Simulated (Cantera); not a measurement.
A closed system holds: 1 mol SiCl₄, 0.16 mol HCl, 18 mol N₂, 0.033 mol Cl₂, at 923.15 K and 45.0 mbar.

These are equilibrium values from Cantera (NASA tables, ideal gas, pure condensed phases), not measurements of a reactor. Candidate condensed phases: NH₄Cl, Si, Si₃N₄; 28 gas species. Rates play no part.

Base state: N₂ 0.938, SiCl₄ 0.0521, HCl 0.00834, Cl₂ 0.00171, Cl 2.18e-5 (mole fractions); condensed: gas only.

Problem. What changes in the equilibrium state with this change: temperature from 923.15 K to 1448.15 K?

Solution. 
```json
[
 {"species": "N₂", "before": "0.938", "after": "0.936"},
 {"species": "SiCl₄", "before": "0.0521", "after": "0.0518"},
 {"species": "HCl", "before": "0.00834", "after": "0.00832"},
 {"species": "Cl", "before": "2.18e-5", "after": "0.00312"},
 {"species": "Cl₂", "before": "0.00171", "after": "0.000265"},
 {"species": "SiCl₃", "before": "<1e-9", "after": "0.000214"}
]
```
The tables' values for SiCl₃ are old estimates; treat these amounts as uncertain.
